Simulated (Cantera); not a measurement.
A freely propagating, adiabatic, planar premixed flame of CO : H₂ : CH₄ : O₂ : N₂ : CO₂ = 1.3 : 0.19 : 0.13 : 0.713 : 2.68 : 0.18 (molar parts), equivalence ratio 1.4, unburnt at 575 K and 398 Torr; mixture-averaged transport, grid criteria slope 0.08 and curve 0.16, no radiation.

Computed with Cantera and GRI-Mech 3.0 (53 species, 325 reactions). Burning velocities carry a grid error of a few per cent, more on coarse grids.

**Question.** Predict: laminar burning velocity; thermal thickness; peak x(HO₂); peak x(CH₃); peak x(C₂H₄).

**Answer.** 
| Item | Result |
|---|---|
| laminar burning velocity | 238 cm/s |
| thermal thickness | 0.773 mm |
| peak x(HO₂) | 0.000152 |
| peak x(CH₃) | 0.000352 |
| peak x(C₂H₄) | 1.16e-5 |
